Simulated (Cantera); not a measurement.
Input: 1 mol Al2O3, 1.2 mol HCl, 0.61 mol O2, held at 0.180 bar.

These are equilibrium values from Cantera (NASA tables, ideal gas, pure condensed phases), not measurements of a reactor. Candidate condensed phases: Al, AlCl3, Al2O3, H2O; 29 gas species. Kinetics and transport are ignored.

**Question.** At 1027 °C, list the 6 most abundant gas species with their mole fractions, and the condensed phases.

**Answer.** HCl 0.544, O2 0.313, H2O 0.0696, Cl2 0.0658, Cl 0.00750, ClO 5.85e-5. Condensed: Al2O3(s).
